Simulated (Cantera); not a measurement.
Charge: 1 mol Si3N4, 0.27 mol CO2, 12 mol H2, equilibrated at 1.00 bar.

These are equilibrium values from Cantera (NASA tables, ideal gas, pure condensed phases), not measurements of a reactor. Candidate condensed phases: C, C6H6, C7H8, C8H18, H2O, Si, SiC, SiO2, Si2N2O, Si3N4; 151 gas species. Mutual solubility and eutectic melting of coexisting phases are not modelled. Gases not in the tables: Si2H6 and higher silanes. Kinetics and transport are ignored. All values below are at 1800 K.

Base state: H2 0.970, N2 0.0290, H 0.000353, SiO 0.000220, CO 0.000113, HCN 5.49e-5, CH4 3.86e-5, SiH2 1.31e-5 (mole fractions); condensed: SiC(s) + Si2N2O(s) + Si3N4(s).

**Question.** What changes in the equilibrium state with this change: pressure from 1.00 bar to 10.0 mbar?

**Answer.** 
| species | before | after |
|---|---|---|
| H2 | 0.970 | 0.822 |
| N2 | 0.0290 | 0.137 |
| SiO | 0.000220 | 0.0336 |
| CH4 | 3.86e-5 | 1.25e-7 |
| Si | 1.43e-6 | 0.000318 |
| CO | 0.000113 | 0.00350 |
| SiH | 1.61e-6 | 3.28e-5 |
| H | 0.000353 | 0.00325 |
| SiC(s), mol | 0.267 | 0.218 |
| Si2N2O(s), mol | 0.536 | 0 |
| Si3N4(s), mol | 0.553 | 0 |
| Si(l), mol | 0 | 2.29 |
